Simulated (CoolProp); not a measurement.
Vapour-liquid equilibrium of p-xylene (1) + n-decane (2) at 0.00288 MPa; x and y are mole fractions of (1).

Values from CoolProp's multi-fluid Helmholtz-energy mixture model, Zhou 2012 and Lemmon 2006; pair parameters Bell 2016.

```tsv
x	bubble temperature (K)	y at the bubble point	dew temperature at overall composition x (K)	liquid density (mol/L)
0.05	342.2	0.202	344.9	4.959
0.2	334.0	…	342.2	…
0.35	328.4	0.727	339.1	5.694
0.5	324.2	…	335.5	6.113
0.65	320.8	0.898	331.1	…
0.8	318.0	0.948	…	7.108
0.95	315.5	0.988	317.9	…
```

Complete the blanks.


- 0.2, y at the bubble point: 0.552
- 0.2, liquid density (mol/L): 5.314
- 0.5, y at the bubble point: 0.829
- 0.65, liquid density (mol/L): 6.580
- 0.8, dew temperature at overall composition x (K): 325.5
- 0.95, liquid density (mol/L): 7.712

No azeotrope shows between x = 0.05 and 0.95.

Pair parameters are fitted to limited data, so mixtures are less certain than the pure fluids.
